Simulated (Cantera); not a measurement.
Feed: 1 mol SiCl4, 2.3 mol O3, 12 mol N2, at 0.140 bar.

These are equilibrium values from Cantera (NASA tables, ideal gas, pure condensed phases), not measurements of a reactor. Candidate condensed phases: Si, SiO2, Si2N2O, Si3N4; 23 gas species. The tables hold silica as quartz up to 1696 K and as liquid above; real silica turns to tridymite and cristobalite and melts near 1996 K. Rates play no part.

x: gas mole fraction; n: condensed amount in mol.

```csv
T (K),x N2,x O2,x Cl2,x Cl,x NO,x ClO,n SiO2(β-quartz)
1023,0.729,0.149,0.121,0.000506,3.24e-5,?,1.00
1073,0.729,0.149,0.121,0.001000,5.35e-5,?,1.00
1123,0.729,0.149,0.121,0.00186,8.44e-5,?,1.00
1173,0.728,0.149,0.120,0.00328,0.000128,?,1.00
1223,0.727,0.148,0.118,0.00550,0.000188,?,1.00
1273,0.726,0.148,0.117,0.00885,0.000267,?,1.00
1323,0.724,0.148,0.114,0.0137,0.000369,?,1.00
1373,0.722,0.147,0.110,0.0204,0.000497,?,1.00
1423,0.718,0.146,0.105,0.0293,0.000656,?,1.00
1473,0.714,0.145,0.0987,0.0408,0.000847,?,1.000
1523,0.709,0.144,0.0908,0.0548,0.00107,?,1.000
```

Some entries are withheld; supply them.


- 1023, x ClO: 4.28e-6
- 1073, x ClO: 7.46e-6
- 1123, x ClO: 1.24e-5
- 1173, x ClO: 1.96e-5
- 1223, x ClO: 2.99e-5
- 1273, x ClO: 4.39e-5
- 1323, x ClO: 6.24e-5
- 1373, x ClO: 8.58e-5
- 1423, x ClO: 0.000114
- 1473, x ClO: 0.000148
- 1523, x ClO: 0.000186
